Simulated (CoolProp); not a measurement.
n-decane at 371.34 K and 9.48 MPa is throttled through a valve to 3.12 MPa with no heat exchange. Each further row changes one setting.

The numbers come from the reference Helmholtz-energy equation of state, Lemmon 2006 in CoolProp. It is a short technical equation, of lower accuracy than the large ones.

```
case                       temperature change (K)  final density (kg/m³)
-------------------------  ----------------------  ---------------------
as stated                                       …                    671
outlet pressure 0.936 MPa                       …                      …
outlet pressure 4.06 MPa                        …                      …
```

**Question.** Some entries are withheld; supply them.

**Answer.** 
- as stated, temperature change (K): +2.2
- outlet pressure 0.936 MPa, temperature change (K): +2.9
- outlet pressure 0.936 MPa, final density (kg/m³): 668
- outlet pressure 4.06 MPa, temperature change (K): +1.9
- outlet pressure 4.06 MPa, final density (kg/m³): 672
